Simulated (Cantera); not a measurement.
An isothermal, constant-pressure homogeneous reactor starts with 0.662 % C2H6, 99.3 % N2, at 1000 K and 15.8 Torr.

Computed with Cantera and GRI-Mech 3.0 (53 species, 325 reactions). GRI-Mech 3.0 stops at C3 and has no aromatics, soot or wall deposition, so with more carbon than oxygen in the feed, carbon stays in small species such as C2H2 where larger ones or solid carbon would form. Radical loss at walls, strong at low pressure, is not modelled.

### Question
Predict: x(C2H6) at 50.0 s; x(CH4) at 50.0 s; x(H2) at 50.0 s.

### Answer
x(C2H6) at 50.0 s: 0.000381 (gas-phase equilibrium 6.96e-8)
x(CH4) at 50.0 s: 0.000343 (gas-phase equilibrium 0.00199)
x(H2) at 50.0 s: 0.00664 (gas-phase equilibrium 0.01000)
